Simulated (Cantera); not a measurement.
Input (Python, Cantera):

```python
import numpy as np
import cantera as ct

gas = ct.Solution("h2o2.yaml")
gas.TPX = 1400, 2666, {'H2': 0.066, 'O2': 1}
reactor = ct.IdealGasConstPressureReactor(gas, energy="off", clone=False)
net = ct.ReactorNet([reactor])
net.rtol, net.atol = 1e-08, 1e-18
show = ['H2', 'O2', 'OH', 'O', 'H2O2', 'HO2']
times = np.geomspace(8e-06, 3, 11)

steps = ct.SolutionArray(gas, extra=["t"])
rows = []
print(f"{'t/s':>10s}{'T/K':>9s}{'P/Pa':>11s}" + "".join(f"{s:>11s}" for s in show))
for t in times:
    while net.time < t:
        t_next = net.step()
        steps.append(gas.state, t=t_next)
    rows.append([np.interp(t, steps.t, y) for y in (steps.T, steps.P, *steps(*show).X.T)])
    print(f"{t:10.3e}{rows[-1][0]:9.1f}{rows[-1][1]:11.4g}" + "".join(f"{x:11.3e}" for x in rows[-1][2:]))
rate = np.gradient(steps.T, steps.t)
print("integrator steps:", len(steps.t))
if steps.T.max() > steps.T[0] + 200:
    print(f"time of steepest temperature rise: {steps.t[rate.argmax()]:.4e} s")
gas.TPX = 1400, 2666, {'H2': 0.066, 'O2': 1}
gas.equilibrate("TP")
print(f"equilibrium (TP): T = {gas.T:.1f} K  " + "  ".join(f"{s} {gas[s].X[0]:.3e}" for s in show))
```

It prints:

```
       t/s      T/K       P/Pa         H2         O2         OH          O       H2O2        HO2
 8.000e-06   1400.0       2666  6.191e-02  9.381e-01  6.242e-09  6.476e-09  3.956e-12  2.173e-08
 2.887e-05   1400.0       2666  6.191e-02  9.381e-01  5.299e-08  5.927e-08  5.088e-11  7.843e-08
 1.042e-04   1400.0       2666  6.191e-02  9.381e-01  8.305e-07  1.005e-06  6.346e-10  2.841e-07
 3.761e-04   1400.0       2666  5.781e-02  9.349e-01  1.543e-03  1.944e-03  1.696e-08  2.799e-06
 1.357e-03   1400.0       2666  1.216e-03  8.888e-01  6.993e-03  4.172e-02  1.275e-07  4.523e-06
 4.899e-03   1400.0       2666  1.008e-03  8.977e-01  6.398e-03  3.377e-02  1.243e-07  4.302e-06
 1.768e-02   1400.0       2666  5.425e-04  9.161e-01  4.736e-03  1.736e-02  1.068e-07  3.461e-06
 6.381e-02   1400.0       2666  1.217e-04  9.313e-01  2.261e-03  3.762e-03  5.971e-08  1.612e-06
 2.303e-01   1400.0       2666  1.449e-05  9.353e-01  7.835e-04  4.432e-04  1.976e-08  3.601e-07
 8.312e-01   1400.0       2666  1.811e-06  9.359e-01  2.778e-04  5.539e-05  5.184e-09  8.616e-08
 3.000e+00   1400.0       2666  3.405e-07  9.360e-01  1.207e-04  1.044e-05  1.606e-09  7.437e-08
integrator steps: 1658
equilibrium (TP): T = 1400.0 K  H2 1.838e-07  O2 9.361e-01  OH 8.873e-05  O 5.644e-06  H2O2 1.128e-09  HO2 8.951e-08
```

Detailed kinetics in Cantera: the H2/O2 subset of GRI-Mech 3.0, which has no nitrogen chemistry. Radical loss at walls, strong at low pressure, is not modelled. The temperature is held fixed by assumption; the heat of reaction is taken as removed at once.
